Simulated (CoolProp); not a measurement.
The fluid at 293.15 K and 0.607 MPa is compressed adiabatically to 3.92 MPa with isentropic efficiency 0.9. The same conditions are run with several fluids, on thermodynamics alone (safety and materials aside).

Computed with CoolProp (reference Helmholtz-energy equation of state of each fluid (C3F8 (R218): Lemmon 2006; dry air: Lemmon 2000; CH2F2 (R32): Tillner-Roth 1997; R1132(E): Akasaka 2024; R13: Platzer 1990)). The equations of Platzer and Polt are older, rougher fits. Blends and air are pseudo-pure fits.

**Question.** Rank C3F8 (R218), dry air, CH2F2 (R32), R1132(E), R13 by work (kJ/kg), highest first.

**Answer.** dry air (231), CH2F2 (R32) (104), R1132(E) (79.1), R13 (49.1), C3F8 (R218) (17.6)

```tsv
fluid	final temperature (K)	final phase	final density (kg/m³)
C3F8 (R218)	364.6	supercritical	676
dry air	521.0	supercritical	25.8
CH2F2 (R32)	428.0	gas	66.0
R1132(E)	396.1	gas	93.7
R13	384.7	gas	151
```
